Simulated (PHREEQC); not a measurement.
3.1 g of hydrous ferric oxide (600 m²/g; 0.2 weak and 0.005 strong sites per Fe, Dzombak-Morel constants, diffuse double layer) in 1 kg of water with 0.1 mol/kgw of an inert sodium salt and 0.0018 mol SrCl2, at 25 °C; the pH is set by adding NaOH or the inert anion's acid. Oxygen is held at 0.21 atm. CO2 from the air is kept out. Nothing may precipitate in this run.

Base run: PHREEQC, ion-association model, wateq4f.dat. Each further column changes one thing. The table gives surface charge σ (C/m²).

```csv
pH,base,background salt from 0.1 to 0.01 mol/kgw,oxide from 3.1 to 16 g/kgw,0.015 mol/kgw CuCl2 added
3,0.364,0.341,0.365,0.366
4.12,0.314,0.230,0.318,0.330
4.88,0.232,0.144,0.237,0.319
6,0.114,0.059,0.115,0.354
7.12,0.042,0.019,0.042,0.334
7.88,0.012,0.005,0.011,0.269
9,-0.019,-0.007,-0.029,0.115
```

The oxide is taken as insoluble; below pH 4 it would dissolve. In at least one series the solution becomes supersaturated in solids that the run did not let form, among them Cu(OH)2, Atacamite. The database's constant for dissolved Cu(OH)2 is higher than later reviews accept.
